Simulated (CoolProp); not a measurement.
The fluid at 491.53 K and 0.0359 MPa is compressed adiabatically to 0.257 MPa with isentropic efficiency 0.8. The same conditions are run with several fluids, on thermodynamics alone (safety and materials aside).

Computed with CoolProp (reference Helmholtz-energy equation of state of each fluid (octamethylcyclotetrasiloxane (D4): Thol 2015; n-pentane: Thol 2019; cyclohexane: Zhou 2014; dimethyl carbonate: Zhou 2011)).

### Question
Rank octamethylcyclotetrasiloxane (D4), n-pentane, cyclohexane, dimethyl carbonate by work (kJ/kg), highest first.

### Answer
n-pentane (145), cyclohexane (123), dimethyl carbonate (117), octamethylcyclotetrasiloxane (D4) (32.6)

```csv
fluid,final temperature (K),final density (kg/m³)
octamethylcyclotetrasiloxane (D4),512.8,20.4
n-pentane,548.1,4.13
cyclohexane,545.5,4.88
dimethyl carbonate,560.6,5.06
```
